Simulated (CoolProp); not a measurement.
A single-stage vapour-compression cycle with isobutane: evaporating at 230.15 K (dew point), condensing at 255.15 K (bubble point), superheat 10 K, subcooling 0 K, compressor efficiency 0.7, no pressure losses. Each further row changes one setting.

The numbers come from the reference Helmholtz-energy equation of state, Bücker 2006 in CoolProp.

| case | cooling COP | pressure ratio | discharge temperature (K) | refrigerating effect (kJ/kg) | volumetric capacity (kJ/m³) |
|---|---|---|---|---|---|
| as stated | 5.91 | 3.21 | 281.2 | 352 | 255 |
| evaporating temperature 235.15 K | 7.68 | (withheld) | (withheld) | (withheld) | (withheld) |
| condensing temperature 250.15 K | (withheld) | (withheld) | 273.7 | 363 | 263 |
| subcooling 5 K | 6.10 | 3.21 | 281.2 | 363 | 263 |
| superheat 20 K | 5.91 | 3.21 | 291.5 | (withheld) | 254 |
| compressor efficiency 0.6 | (withheld) | 3.21 | 287.3 | 352 | 255 |

Task: Complete the blanks.

Result: 
- evaporating temperature 235.15 K, pressure ratio: 2.48
- evaporating temperature 235.15 K, discharge temperature (K): 277.4
- evaporating temperature 235.15 K, refrigerating effect (kJ/kg): 358
- evaporating temperature 235.15 K, volumetric capacity (kJ/m³): 330
- condensing temperature 250.15 K, cooling COP: 7.52
- condensing temperature 250.15 K, pressure ratio: 2.59
- superheat 20 K, refrigerating effect (kJ/kg): 366
- compressor efficiency 0.6, cooling COP: 5.07
